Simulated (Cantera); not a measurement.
A closed system holds: 1 mol Si3N4, 2.6 mol CO2, 2.9 mol N2, equilibrated at 2223 K and 0.000800 bar.

These are equilibrium values from Cantera (NASA tables, ideal gas, pure condensed phases), not measurements of a reactor. Candidate condensed phases: C, Si, SiC, SiO2, Si2N2O, Si3N4; 34 gas species. The tables' values for SiN are old estimates; treat these amounts as uncertain. The numbers say what is thermodynamically allowed, not how fast it happens.

Base state: N2 0.467, SiO 0.248, CO 0.248, Si 0.0378, SiN 0.000118, Si2 4.17e-5, Si2C 1.16e-5 (mole fractions); condensed: gas only.

What changes in the equilibrium state with this change: temperature from 2223 K to 1973.15 K?


```json
[
 {"species": "N2", "before": "0.467", "after": "0.474"},
 {"species": "SiO", "before": "0.248", "after": "0.260"},
 {"species": "CO", "before": "0.248", "after": "0.244"},
 {"species": "Si", "before": "0.0378", "after": "0.0216"},
 {"species": "Si2C", "before": "1.16e-5", "after": "0.000528"},
 {"species": "Si3", "before": "5.31e-7", "after": "1.37e-5"},
 {"species": "Si2N", "before": "8.43e-6", "after": "8.63e-5"},
 {"species": "Si2", "before": "4.17e-5", "after": "0.000115"},
 {"species": "SiN", "before": "0.000118", "after": "0.000117"},
 {"species": "SiC(s), mol", "before": "0", "after": "0.0771"}
]
```
